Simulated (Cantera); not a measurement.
Input (Python, Cantera) and output of one run.

```python
import numpy as np
import cantera as ct

gas_names = """
    CL CL2 H HCL H2 N NH NH2 NH3 N2 N2H2 N2H4 Si SiCL SiCL2 SiCL3 SiCL4 SiH SiHCL3 SiH2 SiH2CL2 SiH3
    SiH3CL SiH4 SiN Si2 Si2N Si3
""".split()
cond_names = """
    NH4CL(a) NH4CL(b) Si(cr) Si(L) Si3N4(a)
""".split()


def load(file, names, dense=False):
    # The tables refer to 1 bar. Condensed volumes are neglected.
    table = {s.name: s for s in ct.Species.list_from_file(file)}
    out = []
    for n in names:
        d = dict(table[n].input_data)
        d["thermo"] = dict(d["thermo"], **{"reference-pressure": 1e5})
        if dense:
            d["equation-of-state"] = {"model": "constant-volume", "density": "1e6 g/cm^3"}
        out.append(ct.Species.from_dict(d))
    return out


gas = ct.Solution(thermo="ideal-gas", species=load("nasa_gas.yaml", gas_names))
cond = {s.name: ct.Solution(thermo="fixed-stoichiometry", species=[s], name=s.name)
        for s in load("nasa_condensed.yaml", cond_names, dense=True)}
atoms = {
    'SiH2Cl2': {'Si': 1, 'H': 2, 'CL': 2},
    'NH3': {'N': 1, 'H': 3},
    'H2': {'H': 2},
}
top_T = {'Si3N4(a)': 2400}  # K; cautious upper limits of use, not melting points


def equilibrate(T, P, feed):
    n = {}
    for name, mol in feed.items():
        for a, k in atoms[name].items():
            n[a] = n.get(a, 0.0) + k * mol
    gas.TPX = T, P, n
    mass = sum(n.values()) * gas.mean_molecular_weight
    gas.equilibrate("TP")
    valid = [c for c in cond.values() if c.min_temp <= T <= top_T.get(c.name, c.max_temp)]
    mix = ct.Mixture([(gas, mass / gas.mean_molecular_weight)] + [(c, 0.0) for c in valid])
    mix.T, mix.P = T, P
    mix.equilibrate("TP", solver="vcs", rtol=1e-11, max_steps=5000)
    return mix


results = []
feed = {'SiH2Cl2': 1, 'NH3': 0.26, 'H2': 0.22}  # mol
T = 1823  # K
P = 13332.2  # Pa
mix = equilibrate(T, P, feed)
results.append((T, P, feed, dict(zip(mix.species_names, mix.species_moles))))
x = sorted(zip(gas.X, gas.species_names), reverse=True)
print(f"T = {T:g} K  P = {P:g} Pa  gas = {mix.phase_moles(0):.4g} mol")
print("   x: " + "  ".join(f"{s} {v:.3e}" for v, s in x if v > 1e-06))
print("   condensed (mol): " + ("  ".join(f"{mix.phase(i).name} {mix.phase_moles(i):.4g}"
      for i in range(1, mix.n_phases) if mix.phase_moles(i) > 1e-12) or "none"))
```

Result:

```
T = 1823 K  P = 13332.2 Pa  gas = 2.722 mol
   x: H2 4.903e-01  SiCL2 2.464e-01  HCL 2.008e-01  N2 4.776e-02  SiCL3 1.179e-02  SiCL4 8.716e-04  H 8.309e-04  SiHCL3 5.645e-04  SiCL 2.627e-04  CL 2.596e-04  SiH2CL2 6.679e-05  Si 3.316e-05  SiH2 1.722e-05  SiH 9.058e-06  SiH3CL 2.440e-06  Si2N 1.718e-06  SiN 1.096e-06
   condensed (mol): Si(L) 0.2923
```

Cantera equilibrium calculation (NASA polynomials, part measured and part estimated; ideal gas, pure solids and liquids). The tables' values for SiCl3, SiCl are old estimates; treat these amounts as uncertain. Gases not in the tables: Si2H6 and higher silanes.
